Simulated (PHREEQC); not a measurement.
**Nickel, zinc or cadmium bath (model solution)**

Dissolve 0.031 mol/kgw ZnSO4 and 0.0012 mol/kgw NiCl2 at 20 °C. Closed to the air; pH follows from the charge balance.

All values are PHREEQC results (ion-association model, wateq4f.dat), not measurements.

This is a speciation only: nothing precipitates in the calculation.

Task: Estimate the pH.

Result: pH 5.69.

Task: In which forms is S present?

Result: SO4-2 51 %, ZnSO4 37 %, Zn(SO4)2-2 10 %, NiSO4 1.3 % of the S.
